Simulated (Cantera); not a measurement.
Charge: 1 mol B2H6, 13 mol H2O, 0.16 mol N2, 0.51 mol O2.

Equilibrium computed with Cantera from the NASA thermochemical tables; the gas is ideal and each condensed phase is pure. Candidate condensed phases: B, BN, B2O3, B3O3H3, H2O; 39 gas species. The feed counts by its element totals alone. Gases not in the tables: H3BO3. Rates play no part.

What condenses at these points (T in K, P in Pa): (1275, 77); (1575, 10); (1125, 600); (1175, 77); (1275, 1700)?


| T (K) | P in Pa | condensed phases | B condensed (%) |
|---|---|---|---|
| 1275 | 77 | B2O3 | 45.5 |
| 1575 | 10 | gas only | 0.0 |
| 1125 | 600 | B2O3 | 96.1 |
| 1175 | 77 | B2O3 | 85.7 |
| 1275 | 1700 | B2O3 | 86.9 |
